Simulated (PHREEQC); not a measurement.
Make-up at 60 °C: 0.005 mol/kgw H2SO4, 0.02 mol/kgw FeCl3 and 0.0036 mol/kgw KCl. Closed to the air; pH follows from the charge balance.

All values are PHREEQC results (ion-association model, wateq4f.dat), not measurements.

This is a speciation only: nothing precipitates in the calculation.

### Question
Order these Cl species by the share of Cl that they hold, largest first: FeCl2+, FeCl+2, Cl-.

### Answer
Cl- (91 %), FeCl+2 (8.6 %), FeCl2+ (0.60 %)

The pH is 1.87 and the ionic strength 0.0885 mol/kgw. The solution is supersaturated, for example in Jarosite-K, Hematite (slow to form), so a real one may precipitate; this is no full list. Complexes and solids missing from the database can't appear. At this temperature some constants are extrapolated from 25 °C, and those without enthalpy data are left unchanged.
